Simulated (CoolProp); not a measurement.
Values from CoolProp's reference Helmholtz-energy equation of state, Zhou 2016.

**Question.** For R245ca, give the phase and the Z, isothermal compressibility (1/MPa), expansivity (1/kK) at 93.95 °C and 1.69 MPa; 93.95 °C and 3.8 MPa.

**Answer.** 
- 93.95 °C and 1.69 MPa: liquid; Z 0.0620, isothermal compressibility 0.00539, expansivity 2.79
- 93.95 °C and 3.8 MPa: liquid; Z 0.138, isothermal compressibility 0.00477, expansivity 2.57
